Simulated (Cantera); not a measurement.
Feed: 1 mol CO, 1.3 mol O2, 3 mol H2, equilibrated at 1573.15 K and 3200000 Pa.

Cantera equilibrium calculation (NASA polynomials, part measured and part estimated; ideal gas, pure solids and liquids). Candidate condensed phases: C, C6H6, C7H8, C8H18, H2O; 110 gas species. The ideal-gas law is rough above about 30 bar. Equilibrium is a limit: real reactors are often held back by kinetics, nucleation or transport.

Base state: H2O 0.535, H2 0.215, CO 0.135, CO2 0.115 (mole fractions); condensed: gas only.

Question: What changes in the equilibrium state with this change: H2 from 3 to 8.9 mol?

Answer: 
```
species   before     after
-------  -------  --------
H2         0.215     0.648
H2O        0.535     0.251
CO         0.135    0.0889
CO2        0.115    0.0119
CH4      4.91e-6  0.000188
```
